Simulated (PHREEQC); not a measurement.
A PHREEQC speciation (ion-association model, wateq4f.dat) at 65 °C gives pH 7.19 and these molalities:

```json
[
 {"species": "Ag+", "mol/kgw": "0.374"},
 {"species": "F-", "mol/kgw": "0.374"},
 {"species": "AgF", "mol/kgw": "0.0757"},
 {"species": "HF2-", "mol/kgw": "8.13e-5"},
 {"species": "HF", "mol/kgw": "4.53e-5"},
 {"species": "AgOH", "mol/kgw": "3.77e-6"},
 {"species": "OH-", "mol/kgw": "2.92e-6"},
 {"species": "H+", "mol/kgw": "8.40e-8"}
]
```

Task: What are the element totals, and what could have been dissolved in 1 kg of water to give them?

Result: This is not unique; one that fits is totals Ag 0.450, F 0.450 mol/kgw, from 0.45 mol/kgw AgF and 0.00012 mol/kgw HF.

This is a speciation only: nothing precipitates in the calculation. Saturation is exceeded, for instance for Ag2O; the values hold only as long as no solid forms. Away from 25 °C the constants follow the database's enthalpies or fits; those with neither stay at their 25 °C values.
